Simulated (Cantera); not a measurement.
# Gas-phase reforming

A perfectly stirred reactor is fed with CH4 : CO2 : H2 = 1 : 1.7 : 0.064 (molar parts), at 82.5 Torr; it is held at 1925 K, and followed from long to short residence time.

Computed with Cantera and GRI-Mech 3.0 (53 species, 325 reactions).

| τ (s) | x CH4 | x CO2 | x H2 | x C2H2 | x CH2O |
|---|---|---|---|---|---|
| 11 | 0.000781 | 0.0408 | 0.324 | 0.000273 | 3.36e-7 |
| 2.3 | 0.00269 | 0.0442 | 0.315 | 0.00302 | 1.21e-6 |
| 0.50 | 0.00692 | 0.0584 | 0.286 | 0.0163 | 4.09e-6 |
| 0.11 | 0.0156 | 0.0997 | 0.229 | 0.0474 | 1.52e-5 |
| 0.023 | 0.0400 | 0.202 | 0.182 | 0.0826 | 5.27e-5 |
| 0.0050 | 0.110 | 0.378 | 0.186 | 0.0772 | 0.000114 |
| 0.0011 | 0.230 | 0.535 | 0.132 | 0.0335 | 0.000187 |
x: mole fraction; the columns are a selection and need not sum to one.
